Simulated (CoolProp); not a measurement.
Values from CoolProp's reference Helmholtz-energy equation of state, Smukala 2000.

Q: For ethylene, give the phase and the Z, cv (kJ/(kg K)), expansivity (1/kK) at 272.6 K and 2.5 MPa.

A: 
- 272.6 K and 2.5 MPa: gas; Z 0.777, cv 1.29, expansivity 8.06
